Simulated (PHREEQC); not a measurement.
1 kg of water holding 0.36 mol/kgw K2SO4 and 0.092 mol/kgw KCl is evaporated at 40 °C; the solids stay in contact with the brine. The system is closed to CO2. The run lets Arcanite, Misenite, Sylvite precipitate or redissolve, and no other solid.

The series has 28 steps of water left (kg), from 1 to 0.005012.

Model: Pitzer model, pitzer.dat, run in PHREEQC.

Q: Which solids form, in which order, and at which step of the series does each first stand?

A: Arcanite from water left = 0.4563 kg; Sylvite from water left = 0.01627 kg.

Complexes and solids missing from the database can't appear. At this temperature some constants are extrapolated from 25 °C, and those without enthalpy data are left unchanged.
